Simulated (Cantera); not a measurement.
# Thermodynamics of oxide etching and cleaning by halides, feed B₂O₃ + NF₃ + H₂ + F₂

Input: 1 mol B₂O₃, 0.71 mol NF₃, 1.5 mol H₂, 7.8 mol F₂, held at 1352 °C and 0.00280 bar.

Equilibrium computed with Cantera from the NASA thermochemical tables; the gas is ideal and each condensed phase is pure. Candidate condensed phases: B, BN, B₂O₃, B₃O₃H₃, H₂O; 62 gas species. Kinetics and transport are ignored.

```
Quantity                                 Result
------------------------------------  ---------
x(F)                                      0.560
x(HF)                                     0.192
x(BF₃)                                    0.128
x(O₂)                                    0.0961
x(N₂)                                    0.0227
x(NO)                                  0.000247
x(O)                                   0.000114
x(F₂)                                   4.21e-5
x(FO)                                   3.18e-6
gas amount                            15.59 mol
log10 activity of B(s) (absent)          -26.35
log10 activity of B₃O₃H₃(s) (absent)     -88.49
```
